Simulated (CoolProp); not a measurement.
Aqueous potassium carbonate as a coolant, 5 % by mass, freezing at -1.6 °C, 1 atm.

The numbers come from the Melinder's fits for secondary coolants in CoolProp.

```json
[
 {"T (°C)": "3.6", "density (kg/m³)": "1048", "cp (kJ/(kg K))": "3.889", "Prandtl number": "11.9", "viscosity (mPa s)": "1.73"},
 {"T (°C)": "8.5", "density (kg/m³)": "1047", "cp (kJ/(kg K))": "3.893", "Prandtl number": "(withheld)", "viscosity (mPa s)": "1.50"},
 {"T (°C)": "13.4", "density (kg/m³)": "1046", "cp (kJ/(kg K))": "3.898", "Prandtl number": "(withheld)", "viscosity (mPa s)": "1.31"},
 {"T (°C)": "18.2", "density (kg/m³)": "(withheld)", "cp (kJ/(kg K))": "3.903", "Prandtl number": "7.70", "viscosity (mPa s)": "1.17"},
 {"T (°C)": "23.1", "density (kg/m³)": "(withheld)", "cp (kJ/(kg K))": "3.909", "Prandtl number": "6.78", "viscosity (mPa s)": "1.04"},
 {"T (°C)": "28", "density (kg/m³)": "1041", "cp (kJ/(kg K))": "3.916", "Prandtl number": "6.02", "viscosity (mPa s)": "0.934"},
 {"T (°C)": "32.8", "density (kg/m³)": "1040", "cp (kJ/(kg K))": "(withheld)", "Prandtl number": "5.39", "viscosity (mPa s)": "0.846"}
]
```

Problem. Fill in the missing entries.

Solution. 
- 8.5, Prandtl number: 10.2
- 13.4, Prandtl number: 8.79
- 18.2, density (kg/m³): 1045
- 23.1, density (kg/m³): 1043
- 32.8, cp (kJ/(kg K)): 3.923
